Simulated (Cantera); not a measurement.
A closed system holds: 1 mol C₂F₆, 0.036 mol F₂, at 3298.15 K and 1.00 Torr.

Cantera equilibrium calculation (NASA polynomials, part measured and part estimated; ideal gas, pure solids and liquids). The feed counts by its element totals alone. Rates play no part.

```tsv
species	before	after
CF₄	<1e-9	1.000
CF₂	0.000282	2.22e-5
F	0.811	3.21e-6
C	0.102	<1e-9
C₃	0.0351	<1e-9
CF	0.0333	<1e-9
C₂	0.0186	<1e-9
C₅	6.03e-5	<1e-9
C₄	5.25e-5	<1e-9
C(graphite), mol	0	0.482
```
Gas species are given as mole fractions.

Problem. Name the change that produced these shifts.
(A) pressure from 1.00 Torr to 435 Torr
(B) F₂ from 0.036 to 1.9 mol
(C) temperature from 3298.15 K to 1275 K
(D) temperature from 3298.15 K to 1800 K

Solution. C, temperature from 3298.15 K to 1275 K. Gases not in the tables: C₂F₆ and larger saturated fluorocarbons
